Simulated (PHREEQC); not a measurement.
**Nickel, zinc or cadmium bath**

A solution holds 0.8 mol ZnCl2 per kg of water, at 25 °C. Closed to the air; pH follows from the charge balance.

All values are PHREEQC results (ion-association model, phreeqc.dat), not measurements.

Precipitation was switched off in this run.

Problem. Estimate the pH.

Solution. pH 4.60.

Problem. In which forms is Cl present?

Solution. Cl- 58 %, ZnCl4-2 16 %, ZnCl3- 11 %, ZnCl+ 11 %, ZnCl2 4.8 % of the Cl.

Ionic strength above about 0.7 mol/kgw puts this run outside the model's range. Complexes and solids missing from the database can't appear.
